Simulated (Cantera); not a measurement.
Cantera run:

```python
import numpy as np
import cantera as ct

gas_names = """
    H HNO HNO2 HNO3 HO2 H2 H2O H2O2 H2S H2SO4 N NH NH2 NH3 NH2OH NO NO2 NO3 N2 N2H2 N2H4 N2O O OH O2 O3
    S SH SN SO SO2 SO3 S2 S2O S8
""".split()
cond_names = """
    H2O(s) H2O(L) H2SO4(L) S(cr1) S(cr2) S(L)
""".split()


# ... load() reads the species with a 1 bar reference pressure and builds the phases ...
atoms = {
    'H2S': {'H': 2, 'S': 1},
    'O2': {'O': 2},
    'N2': {'N': 2},
}
top_T = {}  # K; cautious upper limits of use, not melting points


# ... equilibrate(T, P, feed) seeds the gas with the atoms and calls Mixture.equilibrate('TP', solver="vcs", rtol=1e-11, max_steps=5000) ...
results = []
T = 3323.15  # K
P = 100000  # Pa
for m in [0.13, 0.17, 0.22, 0.3, 0.4, 0.53, 0.71, 0.95, 1.3, 1.7, 2.3, 3, 4]:
    feed = {'H2S': 1, 'O2': m, 'N2': 40}  # mol
    mix = equilibrate(T, P, feed)
    results.append((T, P, feed, dict(zip(mix.species_names, mix.species_moles))))

top = {s: max(r[3][s] / sum(r[3][g] for g in gas_names) for r in results) for s in gas_names}
cols = sorted((s for s in top if top[s] > 1e-05), key=lambda s: -top[s])[:7]
seen = [c for c in cond_names if any(r[3].get(c, 0) > 1e-12 for r in results)]
print("log10 of partial pressures in bar; condensed amounts in mol")
print(f"{'n(O2)':>10s}" + "".join(f"{s[:9]:>10s}" for s in cols + seen))
for T, P, feed, n in results:
    ng = sum(n[g] for g in gas_names)
    print(f"{feed['O2']:10.4g}" + "".join(f"{np.log10(max(n[s] / ng * P / 1e5, 1e-99)):10.3f}" for s in cols)
          + "".join(f"{n.get(c, 0):10.4g}" for c in seen))
```

It prints:

```
log10 of partial pressures in bar; condensed amounts in mol
     n(O2)        N2         O         H        O2        NO         S        SO
      0.13    -0.029    -2.781    -1.503    -4.539    -3.061    -1.747    -2.604
      0.17    -0.029    -2.662    -1.505    -4.302    -2.942    -1.761    -2.500
      0.22    -0.030    -2.548    -1.509    -4.073    -2.828    -1.779    -2.403
       0.3    -0.030    -2.409    -1.514    -3.796    -2.690    -1.807    -2.293
       0.4    -0.031    -2.280    -1.521    -3.537    -2.561    -1.842    -2.198
      0.53    -0.033    -2.152    -1.530    -3.282    -2.434    -1.887    -2.116
      0.71    -0.035    -2.019    -1.542    -3.016    -2.302    -1.947    -2.043
      0.95    -0.038    -1.887    -1.558    -2.751    -2.171    -2.023    -1.986
       1.3    -0.042    -1.746    -1.580    -2.470    -2.033    -2.123    -1.946
       1.7    -0.047    -1.630    -1.604    -2.237    -1.919    -2.225    -1.931
       2.3    -0.054    -1.504    -1.637    -1.986    -1.797    -2.353    -1.934
         3    -0.063    -1.401    -1.670    -1.780    -1.698    -2.474    -1.952
         4    -0.076    -1.298    -1.710    -1.573    -1.601    -2.610    -1.985
```

Method: chemical equilibrium by Gibbs-energy minimisation in Cantera with the NASA 1993 tables (ideal gas, pure condensed phases).
